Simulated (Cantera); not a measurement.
Ignition delay

Mixture: CH4 : H2 : O2 : N2 = 1 : 0.045 : 1.35 : 9.3 (molar parts), at 0.930 bar, adiabatic and at constant pressure. Ignition delay is the time to a rise of 400 K.

Detailed kinetics in Cantera: GRI-Mech 3.0 (53 species, 325 reactions).

```tsv
T0 (K)	delay (ms)
1098	254
1198	69.6
1298	19.9
1398	6.06
1498	2.04
1598	0.786
```

- apparent activation energy between 1398 and 1598 K: 190 kJ/mol
